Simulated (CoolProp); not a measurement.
A single-stage vapour-compression cycle with the fluid: evaporating at 324.15 K (dew point), condensing at 387.15 K (bubble point), superheat 8 K, subcooling 2 K, compressor efficiency 0.6, no pressure losses. The same conditions are run with several fluids, on thermodynamics alone (safety and materials aside).

Values from CoolProp's reference Helmholtz-energy equation of state of each fluid (hexamethyldisiloxane (MM): Thol 2016; n-hexane: Thol 2019; R1336mzz(E): Akasaka 2023; dimethyl ether: Wu 2011; water: Wagner 2002; R142b: Lemmon 2006).

| fluid | cooling COP | pressure ratio | discharge temperature (K) | refrigerating effect (kJ/kg) | volumetric capacity (kJ/m³) |
|---|---|---|---|---|---|
| hexamethyldisiloxane (MM) | 1.89 | 8.06 | 387.1 | 104 | 114 |
| n-hexane | 2.21 | 6.21 | 387.1 | 208 | 374 |
| R1336mzz(E) | 1.52 | 4.53 | 395.3 | 51.0 | 1540 |
| dimethyl ether | 1.78 | 3.62 | 420.8 | 189 | 4430 |
| water | 2.40 | 12.6 | 777.7 | 2140 | 182 |
| R142b | 1.87 | 3.85 | 409.4 | 96.5 | 2850 |

The compression ends wet for: hexamethyldisiloxane (MM); n-hexane.
